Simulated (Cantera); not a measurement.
A perfectly stirred reactor is fed with CH₄ : CO₂ = 1 : 1.5 (molar parts), at 0.470 bar; it is held at 1550 K, and followed from long to short residence time.

Cantera simulation using GRI-Mech 3.0 (53 species, 325 reactions); the numbers are that mechanism's predictions, not measurements.

### Question
Predict: x(CH₄) at τ = 1.40 s; x(CO₂) at τ = 1.40 s; x(CH₃) at τ = 1.40 s; x(H₂O) at τ = 1.40 s; x(C₂H₄) at τ = 1.40 s; x(CH₄) at τ = 25.0 ms; x(CO₂) at τ = 25.0 ms; x(CH₃) at τ = 25.0 ms; x(H₂O) at τ = 25.0 ms; x(C₂H₄) at τ = 25.0 ms.

### Answer
| Item | Value |
|---|---|
| x(CH₄) at τ = 1.40 s | 0.0887 |
| x(CO₂) at τ = 1.40 s | 0.227 |
| x(CH₃) at τ = 1.40 s | 0.000153 |
| x(H₂O) at τ = 1.40 s | 0.191 |
| x(C₂H₄) at τ = 1.40 s | 0.00164 |
| x(CH₄) at τ = 25.0 ms | 0.359 |
| x(CO₂) at τ = 25.0 ms | 0.580 |
| x(CH₃) at τ = 25.0 ms | 0.000474 |
| x(H₂O) at τ = 25.0 ms | 0.00489 |
| x(C₂H₄) at τ = 25.0 ms | 0.00483 |
